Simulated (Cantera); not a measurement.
Mixture: CO : H2 : O2 : N2 : H2O = 1 : 0.35 : 0.563 : 2.59 : 0.3 (molar parts), equivalence ratio 1.2, at 100000 Pa, adiabatic and at constant pressure. Ignition delay is the time to a rise of 400 K.

Detailed kinetics in Cantera: GRI-Mech 3.0 (53 species, 325 reactions). Below about 950 K walls govern HO2 and H2O2 in real vessels. Where the delays flatten at high temperature, the 400 K rule measures the pace of heat release, not the induction time.

Question: What does this change do: H2 0.35 to 0.84 parts?

Answer: 
```csv
quantity,before,after
delay at 925 K,30.9 ms,28.4 ms
delay at 1025 K,0.551 ms,0.449 ms
delay at 1125 K,0.149 ms,0.121 ms
delay at 1225 K,83.3 µs,65.5 µs
delay at 1325 K,58.4 µs,44.3 µs
delay at 1425 K,46.8 µs,34.4 µs
```
